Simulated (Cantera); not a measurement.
Input: 1 mol SO2, 2.6 mol O2, 2.4 mol H2, equilibrated at 6.70 mbar.

Equilibrium computed with Cantera from the NASA thermochemical tables; the gas is ideal and each condensed phase is pure. Candidate condensed phases: H2O, H2SO4, S; 19 gas species. Equilibrium is a limit: real reactors are often held back by kinetics, nucleation or transport.

Problem. At 2123 K, list the 7 most abundant gas species with their mole fractions, and the condensed phases.

Solution. H2O 0.466, O2 0.279, SO2 0.202, OH 0.0292, O 0.0105, H2 0.00747, H 0.00379. Condensed: gas only.
